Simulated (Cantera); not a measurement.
## Equilibrium for nitride etching: BN + HCl + H2

Charge: 1 mol BN, 3 mol HCl, 36 mol H2.

Equilibrium computed with Cantera from the NASA thermochemical tables; the gas is ideal and each condensed phase is pure. Candidate condensed phases: B, BN, NH4Cl; 21 gas species. Mutual solubility and eutectic melting of coexisting phases are not modelled. The tables' values for BCl2 are old estimates. Rates play no part.

### Question
Map the stable condensed phases over T = 723, 873, 1023, 1173, 1323, 1473, 1623, 1773, 1923, 2073 K and P in Pa = 1, 6.8, 46, 320, 2200, 15000, 100000.

### Answer
```
T in K \ P in Pa
              1    6.8     46    320   2200  15000 100000
   2073       A      A      A      A      B      C      C
   1923       A      A      A      D      C      C      C
   1773       A      B      C      C      C      C      C
   1623       D      C      C      C      C      C      C
   1473       C      C      C      C      C      C      C
   1323       C      C      C      C      C      C      C
   1173       C      C      C      C      C      C      C
   1023       C      C      C      C      C      C      C
    873       C      C      C      C      C      C      C
    723       C      C      C      C      C      C      C
```
A: gas only; B: B; C: BN; D: B + BN.
